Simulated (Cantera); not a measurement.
Feed: 1 mol CaCO3, a varied amount of SO2, 2.8 mol CO2, 2.1 mol O2, at 1600 °C and 1.40 bar.

Method: chemical equilibrium by Gibbs-energy minimisation in Cantera with the NASA 1993 tables (ideal gas, pure condensed phases). Candidate condensed phases: C, Ca, CaCO3, CaO, CaS, CaSO4, S; 26 gas species. Equilibrium is a limit: real reactors are often held back by kinetics, nucleation or transport.

log p: log10 of the partial pressure in bar; n: condensed amount in mol.

| n(SO2) (mol) | log p CO2 | log p O2 | log p SO2 | log p SO3 | log p CO | log p O | n CaO(s) |
|---|---|---|---|---|---|---|---|
| 0.076 | -0.05 | -0.31 | -1.75 | -3.99 | -3.27 | -3.78 | 1.00 |
| 0.1 | -0.05 | -0.31 | -1.63 | -3.87 | -3.27 | -3.78 | 1.00 |
| 0.14 | -0.06 | -0.31 | [?] | [?] | -3.27 | -3.78 | 1.00 |
| 0.19 | -0.06 | -0.32 | -1.36 | -3.61 | -3.27 | -3.78 | 1.00 |
| 0.26 | -0.06 | -0.32 | -1.23 | -3.48 | -3.27 | -3.79 | 1.00 |
| 0.35 | -0.07 | -0.33 | -1.11 | -3.36 | -3.28 | -3.79 | 1.00 |
| 0.47 | -0.08 | -0.34 | -0.99 | -3.24 | -3.28 | -3.79 | 1.00 |
| 0.64 | -0.09 | -0.35 | [?] | [?] | -3.29 | -3.80 | 1.00 |
| 0.86 | -0.10 | -0.36 | -0.75 | -3.02 | -3.29 | -3.81 | 1.00 |
| 1.2 | -0.13 | -0.38 | -0.63 | -2.90 | -3.31 | -3.82 | 1.00 |
| 1.6 | -0.15 | -0.41 | -0.53 | -2.82 | -3.32 | -3.83 | 1.00 |
| 2.2 | -0.18 | -0.44 | -0.42 | -2.73 | -3.33 | -3.85 | 1.00 |
| 2.9 | -0.22 | -0.48 | -0.34 | -2.66 | -3.35 | -3.86 | 1.00 |

Problem. Complete the blanks.

Solution. 
- 0.64, log p SO2: -0.87
- 0.64, log p SO3: -3.12
- 0.14, log p SO2: -1.49
- 0.14, log p SO3: -3.73
